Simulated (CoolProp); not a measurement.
n-decane along the isotherm 281.45 °C: fugacity coefficient from the reference equation and from simpler models built on Tc = 344.5 °C, pc = 2101 kPa, ω = 0.488; each cubic takes its own stable root.

The numbers come from the reference Helmholtz-energy equation of state, Lemmon 2006 in CoolProp. It is a short technical equation, of lower accuracy than the large ones.

```json
[
 {"p (kPa)": "1620", "phase": "liquid", "reference": "0.4309", "van der Waals": "0.6436", "Soave-Redlich-Kwong": "0.4526", "Peng-Robinson": "0.4385"},
 {"p (kPa)": "3230", "phase": "liquid", "reference": "0.2389", "van der Waals": "0.3850", "Soave-Redlich-Kwong": "0.2566", "Peng-Robinson": "0.2452"},
 {"p (kPa)": "4850", "phase": "liquid", "reference": "0.1756", "van der Waals": "0.3025", "Soave-Redlich-Kwong": "0.1924", "Peng-Robinson": "0.1814"},
 {"p (kPa)": "6470", "phase": "liquid", "reference": "0.1450", "van der Waals": "0.2657", "Soave-Redlich-Kwong": "0.1617", "Peng-Robinson": "0.1506"},
 {"p (kPa)": "8080", "phase": "liquid", "reference": "0.1276", "van der Waals": "0.2479", "Soave-Redlich-Kwong": "0.1447", "Peng-Robinson": "0.1331"},
 {"p (kPa)": "9700", "phase": "liquid", "reference": "0.1168", "van der Waals": "0.2399", "Soave-Redlich-Kwong": "0.1345", "Peng-Robinson": "0.1223"},
 {"p (kPa)": "11300", "phase": "liquid", "reference": "0.1099", "van der Waals": "0.2382", "Soave-Redlich-Kwong": "0.1284", "Peng-Robinson": "0.1154"},
 {"p (kPa)": "12900", "phase": "liquid", "reference": "0.1055", "van der Waals": "0.2407", "Soave-Redlich-Kwong": "0.1249", "Peng-Robinson": "0.1110"},
 {"p (kPa)": "14500", "phase": "liquid", "reference": "0.1027", "van der Waals": "0.2466", "Soave-Redlich-Kwong": "0.1232", "Peng-Robinson": "0.1083"},
 {"p (kPa)": "16200", "phase": "liquid", "reference": "0.1010", "van der Waals": "0.2559", "Soave-Redlich-Kwong": "0.1229", "Peng-Robinson": "0.1068"},
 {"p (kPa)": "17800", "phase": "liquid", "reference": "0.1005", "van der Waals": "0.2672", "Soave-Redlich-Kwong": "0.1237", "Peng-Robinson": "0.1064"},
 {"p (kPa)": "19400", "phase": "liquid", "reference": "0.1006", "van der Waals": "0.2810", "Soave-Redlich-Kwong": "0.1254", "Peng-Robinson": "0.1067"},
 {"p (kPa)": "21000", "phase": "liquid", "reference": "0.1014", "van der Waals": "0.2971", "Soave-Redlich-Kwong": "0.1279", "Peng-Robinson": "0.1077"}
]
```
